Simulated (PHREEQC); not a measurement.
0.08 g of hydrous ferric oxide (600 m²/g; 0.2 weak and 0.005 strong sites per Fe, Dzombak-Morel constants, diffuse double layer) in 1 kg of water with 0.005 mol/kgw of an inert sodium salt and 4.7e-06 mol Na2SO4, at 25 °C; the pH is set by adding NaOH or the inert anion's acid. O2 is buffered at 0.21 atm. No CO2 enters from the air. No solid was allowed to form.

Equilibrium calculation in PHREEQC: ion-association model, wateq4f.dat.

Problem. Predict S sorbed (%), surface charge σ (C/m²), surface potential ψ (mV) at pH = 5.33, 6, 10.67.

Solution. 
```tsv
pH	S sorbed (%)	surface charge σ (C/m²)	surface potential ψ (mV)
5.33	97.4	0.064	141
6	77.9	0.035	110
10.67	0.0	-0.059	-134
```
